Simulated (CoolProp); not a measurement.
Cyclohexane along the isotherm 259.35 °C: fugacity coefficient from the reference equation and from simpler models built on Tc = 280.5 °C, pc = 40.81 bar, ω = 0.209; each cubic takes its own stable root.

The numbers come from the reference Helmholtz-energy equation of state, Zhou 2014 in CoolProp.

| p (bar) | phase | reference | van der Waals | Redlich-Kwong |
|---|---|---|---|---|
| 3.83 | gas | 0.9642 | 0.9695 | 0.9645 |
| 7.65 | gas | 0.9287 | 0.9391 | 0.9294 |
| 11.5 | gas | 0.8931 | 0.9086 | 0.8944 |
| 15.3 | gas | 0.8580 | 0.8784 | 0.8600 |
| 19.1 | gas | 0.8228 | 0.8481 | 0.8258 |
| 23 | gas | 0.7863 | 0.8167 | 0.7907 |
| 26.8 | gas | 0.7501 | 0.7856 | 0.7561 |
| 30.6 | gas | 0.7124 | (withheld) | 0.7206 |
| 34.4 | liquid | (withheld) | 0.7197 | 0.6716 |
| 38.3 | liquid | 0.5927 | 0.6660 | 0.6153 |
| 42.1 | liquid | 0.5475 | 0.6204 | 0.5702 |
| 45.9 | liquid | 0.5097 | 0.5823 | 0.5326 |
| 49.7 | liquid | 0.4778 | 0.5499 | 0.5006 |
| 53.6 | liquid | 0.4497 | 0.5215 | 0.4725 |
| 57.4 | liquid | 0.4261 | (withheld) | 0.4487 |
| 61.2 | liquid | 0.4054 | (withheld) | 0.4280 |

Task: Complete the blanks.

Result: 
- 30.6, van der Waals: 0.7536
- 34.4, reference: 0.6495
- 57.4, van der Waals: 0.4975
- 61.2, van der Waals: 0.4766

At some of these states van der Waals gives the other phase, because its saturation line lies elsewhere.
